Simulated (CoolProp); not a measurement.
Vapour-liquid equilibrium of R134a (1) + R236FA (2) at 263.3 K; x and y are mole fractions of (1).

The numbers come from the multi-fluid Helmholtz-energy mixture model, Tillner-Roth 1994 and Pan 2012; pair parameters Bell 2016 in CoolProp.

Q: Give the bubble pressure and the first vapour's composition at x = 0.25, 0.45, 0.95. Is there an azeotrope?

A: x = 0.25: 102.2 kPa, y = 0.472; x = 0.45: 127.8 kPa, y = 0.687; x = 0.95: 194.9 kPa, y = 0.981. No azeotrope shows between x = 0.05 and 0.95.

Pair parameters are fitted to limited data, so mixtures are less certain than the pure fluids.
